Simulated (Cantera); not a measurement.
Input (Python, Cantera) and output of one run.

```python
import numpy as np
import cantera as ct

gas_names = """
    C CH CH2 CH3 CH4 CN C2 C2H C2H2,acetylene C2H2,vinylidene C2H3,vinyl CH3CN C2H4 C2H5 C2H6 CCN CNC
    C2N2 C3 C3H3,propargyl C3H4,allene C3H4,propyne C3H4,cyclo- C3H5,allyl C3H6,propylene C3H6,cyclo-
    C3H7,n-propyl C3H7,i-propyl C3H8 C4 C4H2 C4H4,1,3-cyclo- C4H6,butadiene C4H6,2-butyne C4H6,cyclo-
    C4H8,1-butene C4H8,cis2-buten C4H8,tr2-butene C4H8,isobutene C4H8,cyclo- C4H9,n-butyl C4H9,i-butyl
    C4H9,s-butyl C4H9,t-butyl C4H10,isobutane C4H10,n-butane C4N2 C5 C5H6,1,3cyclo- C5H8,cyclo-
    C5H10,1-pentene C5H10,cyclo- C5H11,pentyl C5H11,t-pentyl C5H12,n-pentane C5H12,i-pentane
    CH3C(CH3)2CH3 C6H2 C6H5,phenyl C6H6 C6H10,cyclo- C6H12,1-hexene C6H12,cyclo- C6H13,n-hexyl
    C7H7,benzyl C7H8 C7H14,1-heptene C7H15,n-heptyl C7H16,n-heptane C8H8,styrene C8H10,ethylbenz
    C8H16,1-octene C8H17,n-octyl C8H18,isooctane C8H18,n-octane C9H19,n-nonyl C10H8,naphthale
    C10H21,n-decyl C12H9,o-bipheny C12H10,bipheny H HCN HCCN HNC H2 N NH NH2 NH3 N2 N2H2 N2H4
""".split()
cond_names = """
    C(gr) C6H6(L) C7H8(L) C8H18(L),n-octa
""".split()


def load(file, names, dense=False):
    # The tables refer to 1 bar. Condensed volumes are neglected.
    table = {s.name: s for s in ct.Species.list_from_file(file)}
    out = []
    for n in names:
        d = dict(table[n].input_data)
        d["thermo"] = dict(d["thermo"], **{"reference-pressure": 1e5})
        if dense:
            d["equation-of-state"] = {"model": "constant-volume", "density": "1e6 g/cm^3"}
        out.append(ct.Species.from_dict(d))
    return out


gas = ct.Solution(thermo="ideal-gas", species=load("nasa_gas.yaml", gas_names))
cond = {s.name: ct.Solution(thermo="fixed-stoichiometry", species=[s], name=s.name)
        for s in load("nasa_condensed.yaml", cond_names, dense=True)}
atoms = {
    'C': {'C': 1},
    'NH3': {'N': 1, 'H': 3},
}
top_T = {'C(gr)': 4500}  # K; cautious upper limits of use, not melting points


def equilibrate(T, P, feed):
    n = {}
    for name, mol in feed.items():
        for a, k in atoms[name].items():
            n[a] = n.get(a, 0.0) + k * mol
    gas.TPX = T, P, n
    mass = sum(n.values()) * gas.mean_molecular_weight
    gas.equilibrate("TP")
    valid = [c for c in cond.values() if c.min_temp <= T <= top_T.get(c.name, c.max_temp)]
    mix = ct.Mixture([(gas, mass / gas.mean_molecular_weight)] + [(c, 0.0) for c in valid])
    mix.T, mix.P = T, P
    mix.equilibrate("TP", solver="vcs", rtol=1e-11, max_steps=5000)
    return mix


results = []
feed = {'C': 1, 'NH3': 0.029}  # mol
T = 1923.15  # K
for P in [10, 72, 520, 3700, 27000, 190000, 1400000, 10000000]:
    mix = equilibrate(T, P, feed)
    results.append((T, P, feed, dict(zip(mix.species_names, mix.species_moles))))
    x = sorted(zip(gas.X, gas.species_names), reverse=True)
    print(f"T = {T:g} K  P = {P:g} Pa  gas = {mix.phase_moles(0):.4g} mol")
    print("   x: " + "  ".join(f"{s} {v:.3e}" for v, s in x if v > 1e-06))
    print("   condensed (mol): " + ("  ".join(f"{mix.phase(i).name} {mix.phase_moles(i):.4g}"
          for i in range(1, mix.n_phases) if mix.phase_moles(i) > 1e-12) or "none"))
```

Output:

```
T = 1923.15 K  P = 10 Pa  gas = 0.06035 mol
   x: H2 6.794e-01  N2 2.380e-01  H 7.773e-02  HCN 4.328e-03  C2H2,acetylene 3.070e-04  HNC 2.127e-04  CN 9.701e-06
   condensed (mol): C(gr) 0.9997
T = 1923.15 K  P = 72 Pa  gas = 0.05888 mol
   x: H2 7.212e-01  N2 2.439e-01  H 2.985e-02  HCN 4.514e-03  C2H2,acetylene 3.259e-04  HNC 2.219e-04  CN 3.660e-06
   condensed (mol): C(gr) 0.9997
T = 1923.15 K  P = 520 Pa  gas = 0.05833 mol
   x: H2 7.374e-01  N2 2.462e-01  H 1.123e-02  HCN 4.586e-03  C2H2,acetylene 3.332e-04  HNC 2.254e-04  CH4 1.485e-06  CN 1.368e-06
   condensed (mol): C(gr) 0.9997
T = 1923.15 K  P = 3700 Pa  gas = 0.05812 mol
   x: H2 7.435e-01  N2 2.471e-01  HCN 4.613e-03  H 4.228e-03  C2H2,acetylene 3.360e-04  HNC 2.267e-04  CH4 1.074e-05  CH3 1.221e-06
   condensed (mol): C(gr) 0.9997
T = 1923.15 K  P = 27000 Pa  gas = 0.05804 mol
   x: H2 7.458e-01  N2 2.474e-01  HCN 4.623e-03  H 1.567e-03  C2H2,acetylene 3.370e-04  HNC 2.272e-04  CH4 7.886e-05  CH3 3.313e-06  NH3 1.987e-06
   condensed (mol): C(gr) 0.9997
T = 1923.15 K  P = 190000 Pa  gas = 0.05798 mol
   x: H2 7.460e-01  N2 2.476e-01  HCN 4.626e-03  H 5.909e-04  CH4 5.553e-04  C2H2,acetylene 3.371e-04  HNC 2.274e-04  NH3 1.399e-05  CH3 8.793e-06  C2H4 5.034e-06  CH3CN 1.324e-06
   condensed (mol): C(gr) 0.9996
T = 1923.15 K  P = 1.4e+06 Pa  gas = 0.05776 mol
   x: H2 7.418e-01  N2 2.485e-01  HCN 4.622e-03  CH4 4.046e-03  C2H2,acetylene 3.352e-04  HNC 2.272e-04  H 2.171e-04  NH3 1.024e-04  C2H4 3.668e-05  CH3 2.367e-05  CH3CN 9.693e-06
   condensed (mol): C(gr) 0.9994
T = 1923.15 K  P = 1e+07 Pa  gas = 0.05644 mol
   x: H2 7.129e-01  N2 2.541e-01  CH4 2.669e-02  HCN 4.581e-03  NH3 6.970e-04  C2H2,acetylene 3.221e-04  C2H4 2.419e-04  HNC 2.252e-04  H 7.963e-05  CH3CN 6.595e-05  CH3 5.959e-05  C2H6 1.231e-05  C3H4,propyne 1.757e-06  C3H6,propylene 1.086e-06
   condensed (mol): C(gr) 0.9981
```

Cantera equilibrium calculation (NASA polynomials, part measured and part estimated; ideal gas, pure solids and liquids). The ideal-gas law is rough above about 30 bar.
